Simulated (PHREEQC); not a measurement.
Buffer (model solution)

Make-up at 20 °C: 0.0085 mol/kgw NaHSO4, 0.051 mol/kgw NH3 and 0.00056 mol/kgw NaCl. Closed to the air; pH follows from the charge balance.

All values are PHREEQC results (ion-association model, phreeqc.dat), not measurements.

| Property | Result |
|---|---|
| pH | 10.19 |
| ionic strength | 0.0249 mol/kgw |
| specific conductance | 1810 µS/cm |
| total alkalinity | 42.5 meq/kg |

```json
[
 {"species": "NH3", "molality": "0.0424", "activity": "0.0426", "log γ": "0.002"},
 {"species": "Na+", "molality": "0.00887", "activity": "0.00766", "log γ": "-0.064"},
 {"species": "NH4+", "molality": "0.00817", "activity": "0.00694", "log γ": "-0.071"},
 {"species": "SO4-2", "molality": "0.00786", "activity": "0.00437", "log γ": "-0.255"},
 {"species": "Cl-", "molality": "0.000560", "activity": "0.000480", "log γ": "-0.067"},
 {"species": "NH4SO4-", "molality": "0.000454", "activity": "0.000391", "log γ": "-0.065"},
 {"species": "NaSO4-", "molality": "0.000188", "activity": "0.000162", "log γ": "-0.062"},
 {"species": "OH-", "molality": "0.000123", "activity": "0.000106", "log γ": "-0.068"}
]
```

This is a speciation only: nothing precipitates in the calculation.
